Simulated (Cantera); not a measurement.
What does this Cantera script print?

```python
import numpy as np
import cantera as ct

gas_names = """
    Cs CsO CsOH Cs2 Cs2O Cs2O2H2 H HO2 H2 H2O H2O2 O OH O2 O3
""".split()
cond_names = """
    Cs(cr) Cs(L) CsOH(a) CsOH(b) CsOH(c) CsOH(L) H2O(s) H2O(L)
""".split()


# ... load() reads the species with a 1 bar reference pressure and builds the phases ...
atoms = {
    'CsOH': {'Cs': 1, 'O': 1, 'H': 1},
    'O2': {'O': 2},
}
top_T = {}  # K; cautious upper limits of use, not melting points


# ... equilibrate(T, P, feed) seeds the gas with the atoms and calls Mixture.equilibrate('TP', solver="vcs", rtol=1e-11, max_steps=5000) ...
results = []
feed = {'CsOH': 1, 'O2': 0.018}  # mol
T = 1323  # K
for P in [10, 100, 1000, 10000, 100000, 1000000]:
    mix = equilibrate(T, P, feed)
    results.append((T, P, feed, dict(zip(mix.species_names, mix.species_moles))))

top = {s: max(r[3][s] / sum(r[3][g] for g in gas_names) for r in results) for s in gas_names}
cols = sorted((s for s in top if top[s] > 0.0001), key=lambda s: -top[s])[:5]
seen = [c for c in cond_names if any(r[3].get(c, 0) > 1e-12 for r in results)]
print("log10 of partial pressures in bar; condensed amounts in mol")
print(f"{'P/Pa':>10s}" + "".join(f"{s[:9]:>10s}" for s in cols + seen))
for T, P, feed, n in results:
    ng = sum(n[g] for g in gas_names)
    print(f"{P:10.4g}" + "".join(f"{np.log10(max(n[s] / ng * P / 1e5, 1e-99)):10.3f}" for s in cols)
          + "".join(f"{n.get(c, 0):10.4g}" for c in seen))
```

Output:

```
log10 of partial pressures in bar; condensed amounts in mol
      P/Pa      CsOH        O2        Cs       H2O   Cs2O2H2   CsOH(L)
        10    -4.062    -5.477    -5.179    -5.480    -9.575         0
       100    -3.026    -4.634    -4.630    -4.930    -7.503         0
      1000    -2.014    -3.710    -4.109    -4.409    -5.479         0
     1e+04    -1.011    -2.737    -3.605    -3.898    -3.473         0
     1e+05    -0.023    -1.735    -3.126    -3.382    -1.497         0
     1e+06     0.240     0.911    -3.501    -3.427    -0.971    0.9957
```

Cantera equilibrium calculation (NASA polynomials, part measured and part estimated; ideal gas, pure solids and liquids).
